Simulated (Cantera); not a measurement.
# Ammonia decomposition in nitride growth gas

A perfectly stirred reactor is fed with 3.45 % NH₃, 96.6 % N₂, at 0.296 atm; it is held at 1975 K, and followed from long to short residence time.

Cantera simulation using the gas-phase N/H chemistry of the illustrative SiF4/NH3 mechanism in the Surface Chemkin manual (1991); the numbers are that mechanism's predictions, not measurements. Walls and surfaces, which speed up NH3 decomposition in real reactors, are not modelled.

| τ (s) | x NH₃ | x N₂ | x NH₂ | x H | x N₂H₂ |
|---|---|---|---|---|---|
| 20 | 0.000249 | 0.950 | 4.38e-6 | 0.000303 | 6.96e-10 |
| 7.5 | 0.000745 | 0.950 | 9.26e-6 | 0.000211 | 2.24e-9 |
| 2.8 | 0.00196 | 0.951 | 1.83e-5 | 0.000153 | 6.67e-9 |
| 1.1 | 0.00443 | 0.952 | 3.29e-5 | 0.000113 | 1.73e-8 |
| 0.40 | 0.00949 | 0.954 | 5.79e-5 | 7.70e-5 | 4.30e-8 |
| 0.15 | 0.0168 | 0.958 | 9.05e-5 | 4.83e-5 | 8.62e-8 |
| 0.057 | 0.0244 | 0.961 | 0.000126 | 2.70e-5 | 1.37e-7 |
| 0.022 | 0.0297 | 0.963 | 0.000162 | 1.39e-5 | 1.75e-7 |
| 0.0082 | 0.0326 | 0.965 | 0.000192 | 6.33e-6 | 1.83e-7 |
| 0.0031 | 0.0338 | 0.965 | 0.000193 | 2.57e-6 | 1.46e-7 |
x: mole fraction; the columns are a selection and need not sum to one.
